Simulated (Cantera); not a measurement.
## Gas-phase reforming

An isothermal, constant-pressure homogeneous reactor starts with 11.7 % CH4, 41.5 % CO2, 46.8 % H2, at 1825 K and 1.60 bar.

Computed with Cantera and GRI-Mech 3.0 (53 species, 325 reactions).

| t (s) | x CH4 | x CO2 | x H2 | x CO | x CH3 | x H | x C2H2 |
|---|---|---|---|---|---|---|---|
| 0.000600 | 0.102 | 0.352 | 0.424 | 0.0585 | 0.000920 | 0.000190 | 0.00487 |
| 0.00151 | 0.0826 | 0.275 | 0.373 | 0.128 | 0.000812 | 0.000183 | 0.0131 |
| 0.00382 | 0.0517 | 0.166 | 0.308 | 0.228 | 0.000587 | 0.000175 | 0.0260 |
| 0.00964 | 0.0244 | 0.0905 | 0.278 | 0.297 | 0.000316 | 0.000180 | 0.0345 |
| 0.0243 | 0.0134 | 0.0736 | 0.297 | 0.321 | 0.000178 | 0.000196 | 0.0303 |
| 0.0614 | 0.00948 | 0.0641 | 0.326 | 0.345 | 0.000119 | 0.000204 | 0.0179 |
| 0.155 | 0.00528 | 0.0552 | 0.356 | 0.368 | 6.26e-5 | 0.000210 | 0.00583 |
| 0.391 | 0.00138 | 0.0504 | 0.374 | 0.380 | 1.58e-5 | 0.000213 | 0.000456 |
| 0.986 | 3.03e-5 | 0.0496 | 0.377 | 0.381 | 3.46e-7 | 0.000215 | 3.45e-7 |
| 2.49 | 4.29e-8 | 0.0496 | 0.377 | 0.381 | 4.93e-10 | 0.000215 | 6.55e-12 |
| 6.28 | 4.21e-8 | 0.0496 | 0.377 | 0.381 | 4.83e-10 | 0.000215 | 6.35e-12 |
| 15.9 | 4.21e-8 | 0.0496 | 0.377 | 0.381 | 4.83e-10 | 0.000215 | 6.35e-12 |
| 40.0 | 4.21e-8 | 0.0496 | 0.377 | 0.381 | 4.83e-10 | 0.000215 | 6.35e-12 |
x: mole fraction; the columns are a selection and need not sum to one.

Equilibrium at this temperature and pressure: CH4 4.79e-8, CO2 0.0496, H2 0.377, CO 0.381, CH3 5.50e-10, H 0.000215, C2H2 7.24e-12 (gas phase only).
